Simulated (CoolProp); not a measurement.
Vapour-liquid equilibrium of R143a (1) + R152A (2) at 2.94 bar; x and y are mole fractions of (1).

Computed with CoolProp (multi-fluid Helmholtz-energy mixture model, Lemmon and Jacobsen 2000 and Outcalt 1996; pair parameters Bell 2016).

### Question
Give the bubble temperature and the first vapour's composition at x = 0.15, 0.35, 0.75. Is there an azeotrope?

### Answer
x = 0.15: 269.7 K, y = 0.308; x = 0.35: 263.5 K, y = 0.563; x = 0.75: 255.2 K, y = 0.864. No azeotrope shows between x = 0.05 and 0.95.

Pair parameters are fitted to limited data, so mixtures are less certain than the pure fluids.
